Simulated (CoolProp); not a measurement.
A single-stage vapour-compression cycle with CH2F2 (R32): evaporating at 270.15 K (dew point), condensing at 295.15 K (bubble point), superheat 2 K, subcooling 8 K, compressor efficiency 0.8, no pressure losses. Each further row changes one setting.

The numbers come from the reference Helmholtz-energy equation of state, Tillner-Roth 1997 in CoolProp.

```
case                              cooling COP  pressure ratio  discharge temperature (K)  refrigerating effect (kJ/kg)  volumetric capacity (kJ/m³)
--------------------------------  -----------  --------------  -------------------------  ----------------------------  ---------------------------
as stated                                7.87            2.11                      323.6                           292                         5780
evaporating temperature 275.15 K         10.2            1.80                      317.5                           293                         6810
condensing temperature 290.15 K          10.1            1.84                      313.5                           301                         5960
subcooling 13 K                          8.11            2.11                      323.6                           301                         5960
superheat 12 K                           7.69            2.11                      335.5                           304                         5650
compressor efficiency 0.7                6.88            2.11                      328.1                           292                         5780
```
